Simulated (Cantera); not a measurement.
Charge: 1 mol SiHCl3, 12 mol N2, equilibrated at 1450 °C and 0.180 bar.

These are equilibrium values from Cantera (NASA tables, ideal gas, pure condensed phases), not measurements of a reactor. Candidate condensed phases: NH4Cl, Si, Si3N4; 28 gas species. The tables' values for SiCl3 are old estimates; treat these amounts as uncertain. Equilibrium is a limit: real reactors are often held back by kinetics, nucleation or transport.

Base state: N2 0.865, SiCl2 0.0581, HCl 0.0545, SiCl3 0.0104, H2 0.00871, SiCl4 0.00346, Cl 0.000194, SiHCl3 0.000114 (mole fractions); condensed: gas only.

Question: What changes in the equilibrium state with this change: temperature from 1450 °C to 1025 °C?

Answer: 
```json
[
 {"species": "N2", "before": "0.865", "after": "0.888"},
 {"species": "HCl", "before": "0.0545", "after": "0.0643"},
 {"species": "SiCl4", "before": "0.00346", "after": "0.0393"},
 {"species": "SiCl2", "before": "0.0581", "after": "0.000398"},
 {"species": "SiCl3", "before": "0.0104", "after": "0.00162"},
 {"species": "H", "before": "4.01e-5", "after": "1.91e-7"},
 {"species": "Cl", "before": "0.000194", "after": "1.82e-6"},
 {"species": "H2", "before": "0.00871", "after": "0.00572"},
 {"species": "SiHCl3", "before": "0.000114", "after": "0.000158"},
 {"species": "Si3N4(s), mol", "before": "0", "after": "0.151"}
]
```
N2 is the only nitrogen source here; it is nearly inert below about 1500 K, so the nitride shown seldom forms there in practice.

Question: What changes in the equilibrium state with this change: N2 from 12 to 48 mol?

Answer: 
```json
[
 {"species": "N2", "before": "0.865", "after": "0.961"},
 {"species": "SiCl2", "before": "0.0581", "after": "0.0173"},
 {"species": "HCl", "before": "0.0545", "after": "0.0167"},
 {"species": "SiCl3", "before": "0.0104", "after": "0.00217"},
 {"species": "SiHCl3", "before": "0.000114", "after": "1.04e-5"},
 {"species": "SiCl4", "before": "0.00346", "after": "0.000511"}
]
```
